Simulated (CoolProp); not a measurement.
The numbers come from the reference Helmholtz-energy equation of state, Zhou 2016 in CoolProp.

Question: Give the vapour pressure (bar), liquid density (kg/m³), liquid cp (kJ/(kg K)), vapour Z of saturated R245ca at 288.5, 305.7, 312.6 K.

Answer: 
| T (K) | p (bar) | liquid density (kg/m³) | liquid cp (kJ/(kg K)) | vapour Z |
|---|---|---|---|---|
| 288.5 | 0.680 | 1410 | 1.37 | 0.971 |
| 305.7 | 1.33 | 1370 | 1.39 | 0.953 |
| 312.6 | 1.70 | 1350 | 1.40 | 0.944 |
